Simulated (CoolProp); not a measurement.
n-octane at several states: density (kg/m³) from the reference equation and from simpler models built on Tc = 568.7 K, pc = 2.484 MPa, ω = 0.398; each cubic takes its own stable root.

Values from CoolProp's reference Helmholtz-energy equation of state, Beckmüller 2019.

| T (K) | p (MPa) | phase | reference | van der Waals | Redlich-Kwong | Soave-Redlich-Kwong | Peng-Robinson |
|---|---|---|---|---|---|---|---|
| 277.7 | 0.0223 | liquid | 714.9 | 1.119 | 588.2 | 609.0 | 684.2 |
| 517.1 | 0.0396 | gas | 1.061 | 1.058 | 1.060 | 1.060 | 1.061 |
| 379.5 | 0.0947 | liquid | 629.2 | 3.534 | 3.576 | 544.2 | 615.0 |

At some of these states van der Waals, Redlich-Kwong gives the other phase, because its saturation line lies elsewhere.
